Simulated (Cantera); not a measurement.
Hydrogen reduction and annealing atmospheres: Nb2O5 + H2 + H2O

Feed: 1 mol Nb2O5, 41 mol H2, 8.1 mol H2O, held at 10.0 Pa.

Cantera equilibrium calculation (NASA polynomials, part measured and part estimated; ideal gas, pure solids and liquids). Candidate condensed phases: H2O, Nb, NbO, NbO2, Nb2O5; 12 gas species. Mutual solubility and eutectic melting of coexisting phases are not modelled. Condensed phases not in the tables: the oxides between NbO2 and Nb2O5. Equilibrium is a limit: real reactors are often held back by kinetics, nucleation or transport.

```
T (°C)   x H2     x H  x H2O    x NbO2      x OH       x O      x O2    x NbO  n NbO2(s)  n Nb2O5(l)
------  -----  ------  -----  --------  --------  --------  --------  -------  ---------  ----------
1502    0.791  0.0257  0.182  0.000630  0.000370   9.39e-6   9.63e-7  4.09e-7       1.97           0
1552    0.778  0.0389  0.180   0.00176  0.000629   2.41e-5   2.47e-6  1.49e-6       1.88      0.0163
1602    0.769  0.0575  0.168   0.00465  0.000978   5.53e-5   5.28e-6  5.39e-6      0.721       0.521
1652    0.744  0.0825  0.160    0.0114   0.00153  0.000127   1.19e-5  1.70e-5          0       0.705
1702    0.697   0.114  0.161    0.0254   0.00251  0.000303   3.03e-5  4.45e-5          0       0.319
1752    0.646   0.155  0.159    0.0359   0.00398  0.000693   7.34e-5  7.35e-5          0           0
1802    0.600   0.206  0.151    0.0348   0.00594   0.00146  0.000158  8.57e-5          0           0
1852    0.546   0.268  0.141    0.0335   0.00858   0.00299  0.000328  9.81e-5          0           0
```
x: gas mole fraction; n: condensed amount in mol.

At 1502 °C the condensed part is NbO2(s). From 1552 °C to 1602 °C the condensed part is NbO2(s) + Nb2O5(l). From 1652 °C to 1702 °C the condensed part is Nb2O5(l). From 1752 °C to 1852 °C nothing is condensed. The main Nb-bearing gas is NbO2 throughout.
